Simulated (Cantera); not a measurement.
What does this Cantera script print?

```python
import numpy as np
import cantera as ct

gas = ct.Solution("gri30.yaml")
gas.TPX = 448, 21000, {'CH4': 1, 'O2': 4.17, 'N2': 15.7}
inlet = ct.Reservoir(gas, clone=True)
gas.equilibrate("HP")  # start burning
reactor = ct.IdealGasConstPressureReactor(gas, energy="on", clone=False)
exhaust = ct.Reservoir(gas, clone=True)
tau = [0.041, 0.022, 0.012, 0.0065, 0.0036, 0.0019, 0.0011, 0.00057, 0.00031, 0.00017, 9.2e-05, 5e-05][0]
for a, b in ((inlet, reactor), (reactor, exhaust)):
    ct.MassFlowController(a, b, mdot=lambda t: reactor.mass / tau)
net = ct.ReactorNet([reactor])
show = ['CH4', 'O2', 'CH3', 'H', 'NO2', 'C2H6', 'H2']

rows = []
print(f"{'tau/s':>10s}{'T/K':>9s}" + "".join(f"{s:>11s}" for s in show))
for tau in [0.041, 0.022, 0.012, 0.0065, 0.0036, 0.0019, 0.0011, 0.00057, 0.00031, 0.00017, 9.2e-05, 5e-05]:
    net.initial_time = 0.0
    net.advance(30 * tau)
    before = gas.X
    net.advance(40 * tau)
    drift = np.max(np.abs(gas.X - before) / (gas.X + 1e-9))
    rows.append([gas.T, *gas[show].X, drift])
    print(f"{tau:10.3e}{gas.T:9.1f}" + "".join(f"{x:11.3e}" for x in gas[show].X))
```

Output:

```
     tau/s      T/K        CH4         O2        CH3          H        NO2       C2H6         H2
 4.100e-02   1525.0  5.400e-05  1.039e-01  5.283e-06  3.159e-04  1.012e-09  5.625e-10  5.128e-04
 2.200e-02   1510.8  8.171e-05  1.041e-01  7.360e-06  5.355e-04  8.311e-10  9.257e-10  7.311e-04
 1.200e-02   1491.8  1.256e-04  1.046e-01  1.038e-05  8.614e-04  6.999e-10  1.644e-09  1.012e-03
 6.500e-03   1465.5  2.030e-04  1.054e-01  1.524e-05  1.318e-03  5.787e-10  3.405e-09  1.373e-03
 3.600e-03   1431.4  3.470e-04  1.068e-01  2.342e-05  1.836e-03  4.557e-10  8.656e-09  1.807e-03
 1.900e-03   1379.0  7.266e-04  1.101e-01  4.275e-05  2.252e-03  3.133e-10  3.928e-08  2.455e-03
 1.100e-03    448.0  4.792e-02  1.998e-01 -1.116e-18 -1.949e-29 -8.417e-21 -4.106e-17 -8.233e-16
 5.700e-04    448.0  4.792e-02  1.998e-01  5.192e-22  5.111e-35  3.909e-24  1.907e-20  3.824e-19
 3.100e-04    448.0  4.792e-02  1.998e-01  3.032e-23  1.598e-34  2.253e-25  1.099e-21  2.204e-20
 1.700e-04    448.0  4.792e-02  1.998e-01  2.128e-24  1.930e-35  1.423e-26  6.943e-23  1.392e-21
 9.200e-05    448.0  4.792e-02  1.998e-01  2.495e-25 -9.724e-37  8.991e-28  4.386e-24  8.795e-23
 5.000e-05    448.0  4.792e-02  1.998e-01  7.831e-26 -1.837e-37  5.679e-29  2.770e-25  5.555e-24
```

Detailed kinetics in Cantera: GRI-Mech 3.0 (53 species, 325 reactions).
